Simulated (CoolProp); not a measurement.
Values from CoolProp's reference Helmholtz-energy equation of state, Thol 2016.

### Question
For hexamethyldisiloxane (MM), give the phase and the Joule-Thomson coefficient (K/MPa), isothermal compressibility (1/MPa), expansivity (1/kK), fugacity coefficient at 590.5 K and 5990 kPa.

### Answer
- 590.5 K and 5990 kPa: supercritical; Joule-Thomson coefficient 2.23, isothermal compressibility 0.0950, expansivity 5.55, fugacity coefficient 0.503
